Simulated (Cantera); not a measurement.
Input: 1 mol Ca(OH)₂, 0.69 mol C, 0.022 mol H₂O, at 2148.15 K and 10.0 Torr.

Equilibrium computed with Cantera from the NASA thermochemical tables; the gas is ideal and each condensed phase is pure. Candidate condensed phases: C, C₆H₆, C₇H₈, C₈H₁₈, Ca, CaCO₃, CaO, Ca(OH)₂, H₂O; 115 gas species. The numbers say what is thermodynamically allowed, not how fast it happens.

Problem. What is the equilibrium state?

Solution. 
```
Item                                        Value
--------------------------------------  ---------
x(H₂)                                       0.415
x(CO)                                       0.370
x(H₂O)                                      0.162
x(CO₂)                                     0.0283
x(H)                                       0.0233
x(OH)                                     0.00117
x(Ca)                                    0.000196
x(CaOH)                                  0.000126
x(Ca(OH)₂)                                4.82e-5
n(CaO(s))                               0.999 mol
gas amount                              1.734 mol
log10 activity of C(graphite) (absent)      -6.07
log10 activity of Ca(l) (absent)            -6.32
```
